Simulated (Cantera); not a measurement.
# Hydrocarbon pyrolysis for carbon deposition

An isothermal, constant-pressure homogeneous reactor starts with 1.25 % C₂H₆, 98.8 % N₂, at 1350 K and 74.0 Pa.

Model: GRI-Mech 3.0 (53 species, 325 reactions), integrated in Cantera. GRI-Mech 3.0 stops at C3 and has no aromatics, soot or wall deposition, so with more carbon than oxygen in the feed, carbon stays in small species such as C2H2 where larger ones or solid carbon would form. Radical loss at walls, strong at low pressure, is not modelled.

```json
[
 {"t (s)": "0.000200", "x C₂H₆": "0.0125", "x C₂H₂": "<1e-12", "x H": "2.46e-10", "x CH₂": "<1e-12", "x CH₃": "2.15e-6", "x HCN": "<1e-12"},
 {"t (s)": "0.000717", "x C₂H₆": "0.0125", "x C₂H₂": "<1e-12", "x H": "1.43e-9", "x CH₂": "1.56e-12", "x CH₃": "7.71e-6", "x HCN": "<1e-12"},
 {"t (s)": "0.00257", "x C₂H₆": "0.0125", "x C₂H₂": "<1e-12", "x H": "2.37e-8", "x CH₂": "7.22e-11", "x CH₃": "2.76e-5", "x HCN": "<1e-12"},
 {"t (s)": "0.00921", "x C₂H₆": "0.0124", "x C₂H₂": "2.53e-11", "x H": "4.83e-7", "x CH₂": "3.23e-9", "x CH₃": "9.76e-5", "x HCN": "<1e-12"},
 {"t (s)": "0.0330", "x C₂H₆": "0.0123", "x C₂H₂": "1.99e-8", "x H": "7.58e-6", "x CH₂": "1.10e-7", "x CH₃": "0.000333", "x HCN": "1.95e-10"},
 {"t (s)": "0.118", "x C₂H₆": "0.0106", "x C₂H₂": "1.33e-5", "x H": "4.15e-5", "x CH₂": "9.26e-7", "x CH₃": "0.00105", "x HCN": "5.26e-8"},
 {"t (s)": "0.424", "x C₂H₆": "0.00300", "x C₂H₂": "0.00107", "x H": "0.000122", "x CH₂": "2.28e-6", "x CH₃": "0.00161", "x HCN": "4.61e-7"},
 {"t (s)": "1.52", "x C₂H₆": "1.78e-5", "x C₂H₂": "0.00667", "x H": "7.60e-5", "x CH₂": "4.99e-7", "x CH₃": "0.000275", "x HCN": "1.15e-6"},
 {"t (s)": "5.45", "x C₂H₆": "1.33e-6", "x C₂H₂": "0.00947", "x H": "2.83e-5", "x CH₂": "7.05e-8", "x CH₃": "8.46e-5", "x HCN": "1.24e-6"},
 {"t (s)": "19.5", "x C₂H₆": "4.33e-7", "x C₂H₂": "0.0106", "x H": "1.50e-5", "x CH₂": "1.86e-8", "x CH₃": "4.08e-5", "x HCN": "1.26e-6"},
 {"t (s)": "70.0", "x C₂H₆": "1.72e-7", "x C₂H₂": "0.0109", "x H": "8.94e-6", "x CH₂": "6.31e-9", "x CH₃": "2.28e-5", "x HCN": "1.28e-6"}
]
```
x: mole fraction; the columns are a selection and need not sum to one.

Equilibrium at this temperature and pressure: C₂H₆ <1e-12, C₂H₂ 0.00227, H 1.38e-5, CH₂ 2.90e-12, CH₃ 7.69e-9, HCN 0.0199 (gas phase only).
